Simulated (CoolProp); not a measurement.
Properties of hexamethyldisiloxane (MM) along the isobar 2.25 MPa (Tc = 245.6 °C, pc = 1.931 MPa, ω = 0.418).

Computed with CoolProp (reference Helmholtz-energy equation of state, Thol 2016).

```json
[
 {"T (°C)": "-18.15", "phase": "liquid", "density (kg/m³)": "806.8", "cv (kJ/(kg K))": "1.447", "Joule-Thomson coefficient (K/MPa)": "(withheld)", "isothermal compressibility (1/MPa)": "0.001398", "expansivity (1/kK)": "1.243"},
 {"T (°C)": "4.55", "phase": "liquid", "density (kg/m³)": "783.9", "cv (kJ/(kg K))": "1.494", "Joule-Thomson coefficient (K/MPa)": "-0.4432", "isothermal compressibility (1/MPa)": "0.001686", "expansivity (1/kK)": "1.292"},
 {"T (°C)": "27.15", "phase": "liquid", "density (kg/m³)": "760.8", "cv (kJ/(kg K))": "1.547", "Joule-Thomson coefficient (K/MPa)": "-0.4103", "isothermal compressibility (1/MPa)": "0.002048", "expansivity (1/kK)": "1.355"},
 {"T (°C)": "49.85", "phase": "liquid", "density (kg/m³)": "737.1", "cv (kJ/(kg K))": "1.603", "Joule-Thomson coefficient (K/MPa)": "-0.3716", "isothermal compressibility (1/MPa)": "0.002519", "expansivity (1/kK)": "1.433"},
 {"T (°C)": "72.55", "phase": "liquid", "density (kg/m³)": "712.8", "cv (kJ/(kg K))": "1.660", "Joule-Thomson coefficient (K/MPa)": "-0.3260", "isothermal compressibility (1/MPa)": "0.003144", "expansivity (1/kK)": "1.533"},
 {"T (°C)": "95.25", "phase": "liquid", "density (kg/m³)": "687.4", "cv (kJ/(kg K))": "1.718", "Joule-Thomson coefficient (K/MPa)": "-0.2705", "isothermal compressibility (1/MPa)": "0.003999", "expansivity (1/kK)": "1.661"},
 {"T (°C)": "117.85", "phase": "liquid", "density (kg/m³)": "660.9", "cv (kJ/(kg K))": "1.775", "Joule-Thomson coefficient (K/MPa)": "-0.2003", "isothermal compressibility (1/MPa)": "0.005212", "expansivity (1/kK)": "1.828"},
 {"T (°C)": "140.55", "phase": "liquid", "density (kg/m³)": "632.5", "cv (kJ/(kg K))": "1.832", "Joule-Thomson coefficient (K/MPa)": "-0.1056", "isothermal compressibility (1/MPa)": "0.007044", "expansivity (1/kK)": "2.058"},
 {"T (°C)": "163.25", "phase": "liquid", "density (kg/m³)": "601.5", "cv (kJ/(kg K))": "1.888", "Joule-Thomson coefficient (K/MPa)": "0.03133", "isothermal compressibility (1/MPa)": "0.01002", "expansivity (1/kK)": "2.391"},
 {"T (°C)": "185.95", "phase": "liquid", "density (kg/m³)": "566.6", "cv (kJ/(kg K))": "(withheld)", "Joule-Thomson coefficient (K/MPa)": "0.2509", "isothermal compressibility (1/MPa)": "0.01542", "expansivity (1/kK)": "2.919"},
 {"T (°C)": "208.55", "phase": "liquid", "density (kg/m³)": "525.3", "cv (kJ/(kg K))": "2.001", "Joule-Thomson coefficient (K/MPa)": "0.6660", "isothermal compressibility (1/MPa)": "0.02729", "expansivity (1/kK)": "3.901"},
 {"T (°C)": "231.25", "phase": "liquid", "density (kg/m³)": "469.3", "cv (kJ/(kg K))": "(withheld)", "Joule-Thomson coefficient (K/MPa)": "1.805", "isothermal compressibility (1/MPa)": "0.06813", "expansivity (1/kK)": "6.608"},
 {"T (°C)": "253.95", "phase": "supercritical", "density (kg/m³)": "312.0", "cv (kJ/(kg K))": "2.178", "Joule-Thomson coefficient (K/MPa)": "17.88", "isothermal compressibility (1/MPa)": "2.042", "expansivity (1/kK)": "(withheld)"}
]
```

Task: What belongs in the gaps?

Result: 
- -18.15, Joule-Thomson coefficient (K/MPa): -0.4713
- 185.95, cv (kJ/(kg K)): 1.944
- 231.25, cv (kJ/(kg K)): 2.065
- 253.95, expansivity (1/kK): 77.40
